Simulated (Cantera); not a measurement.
An isothermal, constant-pressure homogeneous reactor starts with CH3OH : O2 : N2 = 0.003 : 0.0034 : 1 (molar parts), at 1350 K and 10.0 bar. Integrator tolerance rtol = 1e-08.

Model: GRI-Mech 3.0 (53 species, 325 reactions), integrated in Cantera. GRI-Mech 3.0 was tuned for natural gas; its chemistry of methanol as a main component is partial and can be far from experiment.

**Question.** What does this change do: 0.052 parts CH4 added?

**Answer.** 
```json
[
 {"quantity": "x(CH3OH) at 4.00 s", "before": "<1e-12 (gas-phase equilibrium <1e-12)", "after": "6.76e-9 (gas-phase equilibrium 2.17e-12)"},
 {"quantity": "x(O2) at 4.00 s", "before": "<1e-12 (gas-phase equilibrium <1e-12)", "after": "<1e-12 (gas-phase equilibrium <1e-12)"},
 {"quantity": "x(CH4) at 4.00 s", "before": "4.37e-9 (gas-phase equilibrium 1.14e-12)", "after": "0.0329 (gas-phase equilibrium 0.0205)"},
 {"quantity": "x(C2H6) at 4.00 s", "before": "<1e-12 (gas-phase equilibrium <1e-12)", "after": "2.92e-5 (gas-phase equilibrium 1.55e-5)"},
 {"quantity": "x(O) at 4.00 s", "before": "<1e-12 (gas-phase equilibrium <1e-12)", "after": "<1e-12 (gas-phase equilibrium <1e-12)"},
 {"quantity": "x(CH3) at 4.00 s", "before": "2.87e-12 (gas-phase equilibrium <1e-12)", "after": "2.27e-6 (gas-phase equilibrium 1.41e-6)"},
 {"quantity": "x(H) at 4.00 s", "before": "3.73e-8 (gas-phase equilibrium 2.62e-8)", "after": "8.29e-8 (gas-phase equilibrium 1.66e-7)"}
]
```
GRI-Mech 3.0 stops at C3 and has no aromatics, soot or wall deposition, so with more carbon than oxygen in the feed, carbon stays in small species such as C2H2 where larger ones or solid carbon would form.
